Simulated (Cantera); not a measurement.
An isothermal, constant-pressure homogeneous reactor starts with NH₃ : N₂ = 1 : 10 (molar parts), at 1750 K and 0.380 bar.

Computed with Cantera and the gas-phase N/H chemistry of the illustrative SiF4/NH3 mechanism in the Surface Chemkin manual (1991). Walls and surfaces, which speed up NH3 decomposition in real reactors, are not modelled.

x: mole fraction; the columns are a selection and need not sum to one.

```tsv
t (s)	x NH₃	x H	x N₂H₄	x N	x NH	x NH₂
3.00e-6	0.0909	2.63e-8	<1e-12	<1e-12	<1e-12	7.04e-8
2.32e-5	0.0909	3.53e-8	<1e-12	<1e-12	2.00e-11	7.13e-7
0.000180	0.0909	3.55e-8	5.93e-11	1.04e-12	2.17e-9	5.76e-6
0.00139	0.0909	5.43e-8	3.45e-9	2.33e-10	1.53e-7	4.36e-5
0.0108	0.0903	4.64e-7	2.33e-8	3.64e-9	6.64e-7	0.000113
0.0835	0.0861	2.96e-6	1.70e-8	3.17e-8	1.02e-6	9.67e-5
0.646	?	?	?	?	?	?
5.00	0.00883	7.21e-5	3.93e-10	7.79e-8	4.89e-7	1.47e-5
38.7	?	0.000132	<1e-12	?	?	?
300	1.86e-5	0.000134	<1e-12	8.16e-10	2.97e-9	5.22e-8
```

Q: What belongs in the gaps?

A: 
- 0.646, x NH₃: 0.0603
- 0.646, x H: 1.73e-5
- 0.646, x N₂H₄: 7.55e-9
- 0.646, x N: 9.74e-8
- 0.646, x NH: 1.19e-6
- 0.646, x NH₂: 6.44e-5
- 38.7, x NH₃: 0.000207
- 38.7, x N: 8.66e-9
- 38.7, x NH: 3.20e-8
- 38.7, x NH₂: 5.70e-7
